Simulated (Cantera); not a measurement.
What does this Cantera script print?

```python
import numpy as np
import cantera as ct

gas_names = [...]  # 123 gases of nasa_gas.yaml made of C, H, O, Si
cond_names = """
    C(gr) C6H6(L) C7H8(L) C8H18(L),n-octa H2O(s) H2O(L) Si(cr) Si(L) SiC(b) SiO2(Lqz) SiO2(hqz) SiO2(L)
""".split()


# ... load() reads the species with a 1 bar reference pressure and builds the phases ...
atoms = {
    'TEOS': {'Si': 1, 'C': 8, 'H': 20, 'O': 4},
    'H2O': {'H': 2, 'O': 1},
    'H2': {'H': 2},
}
top_T = {'C(gr)': 4500, 'SiC(b)': 3050}  # K; cautious upper limits of use, not melting points


# ... equilibrate(T, P, feed) seeds the gas with the atoms and calls Mixture.equilibrate('TP', solver="vcs", rtol=1e-11, max_steps=5000) ...
results = []
feed = {'TEOS': 1, 'H2O': 2.8, 'H2': 1.5}  # mol
P = 620  # Pa
for T in [700, 850, 1000, 1150, 1300, 1450, 1600, 1750, 1900, 2050]:
    mix = equilibrate(T, P, feed)
    results.append((T, P, feed, dict(zip(mix.species_names, mix.species_moles))))

top = {s: max(r[3][s] / sum(r[3][g] for g in gas_names) for r in results) for s in gas_names}
cols = sorted((s for s in top if top[s] > 1e-05), key=lambda s: -top[s])[:8]
seen = [c for c in cond_names if any(r[3].get(c, 0) > 1e-12 for r in results)]
print("log10 of partial pressures in bar; condensed amounts in mol")
print(f"{'T/K':>10s}" + "".join(f"{s[:9]:>10s}" for s in cols + seen))
for T, P, feed, n in results:
    ng = sum(n[g] for g in gas_names)
    print(f"{T:10.4g}" + "".join(f"{np.log10(max(n[s] / ng * P / 1e5, 1e-99)):10.3f}" for s in cols)
          + "".join(f"{n.get(c, 0):10.4g}" for c in seen))
```

Output:

```
log10 of partial pressures in bar; condensed amounts in mol
       T/K        H2        CO       H2O       CO2       CH4         H       SiO        Si     C(gr)    SiC(b) SiO2(Lqz) SiO2(hqz)
       700    -2.338    -3.478    -3.185    -3.350    -3.747   -14.766   -29.908   -51.392     5.553         0         1         0
       850    -2.333    -2.840    -4.324    -4.346    -4.872   -11.855   -21.409   -37.714      3.44         0         0         1
      1000    -2.334    -2.809    -5.545    -5.863    -5.687    -9.811   -15.083   -27.351     3.207         0         0         1
      1150    -2.333    -2.807    -6.470    -7.019    -6.297    -8.294   -10.408   -19.672       3.2         0         0         1
      1300    -2.333    -2.807    -7.181    -7.901    -6.771    -7.123    -6.829   -13.785     3.199         0         0    0.9995
      1450    -2.377    -2.700    -7.680    -8.379    -7.234    -6.213    -5.502   -10.737    0.2212    0.9893         0         0
      1600    -2.377    -2.701    -8.136    -8.938    -7.541    -5.453    -5.238    -8.989    0.2385    0.9803         0         0
      1750    -2.378    -2.702    -8.514    -9.397    -7.795    -4.822    -5.022    -7.544    0.2616    0.9675         0         0
      1900    -2.381    -2.704    -8.834    -9.782    -8.013    -4.291    -4.841    -6.329    0.2893    0.9489         0         0
      2050    -2.390    -2.709    -9.115   -10.112    -8.209    -3.839    -4.691    -5.295    0.3284    0.9094         0         0
```

These are equilibrium values from Cantera (NASA tables, ideal gas, pure condensed phases), not measurements of a reactor. The feed counts by its element totals alone. The tables hold silica as quartz up to 1696 K and as liquid above; real silica turns to tridymite and cristobalite and melts near 1996 K.
